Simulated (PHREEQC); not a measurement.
Dissolve 0.0028 mol AgF, 9.6e-05 mol KNO3 and 3.1e-05 mol Cu(NO3)2 per kg of water at 25 °C. Closed to the air; pH follows from the charge balance.

Computed with PHREEQC (ion-association model, wateq4f.dat).

```json
[
 {"quantity": "pH", "before": "6.21", "after": "5.93"},
 {"quantity": "Cu+2 (mol/kgw)", "before": "2.81e-5", "after": "3.03e-5"},
 {"quantity": "Cu(OH)2 (mol/kgw)", "before": "1.25e-6", "after": "4.37e-7"},
 {"quantity": "CuOH+ (mol/kgw)", "before": "3.88e-7", "after": "2.48e-7"},
 {"quantity": "Cu2(OH)2+2 (mol/kgw)", "before": "7.42e-8", "after": "2.77e-8"},
 {"quantity": "SI of Tenorite (CuO)", "before": "+0.16", "after": "-0.30"},
 {"quantity": "SI of Cu(OH)2 (Cu(OH)2)", "before": "-0.86", "after": "-1.32"}
]
```

Question: What was changed between the two runs?
(A) KNO3 from 9.6e-05 to 9.6e-06 mol/kgw
(B) 5.9e-05 mol/kgw CO2 added
(C) AgF left out
(D) Cu(NO3)2 from 3.1e-05 to 3.1e-06 mol/kgw

Answer: C, AgF left out

Precipitation was switched off in this run. Some of these states are supersaturated (in Tenorite (slow to form), for instance).
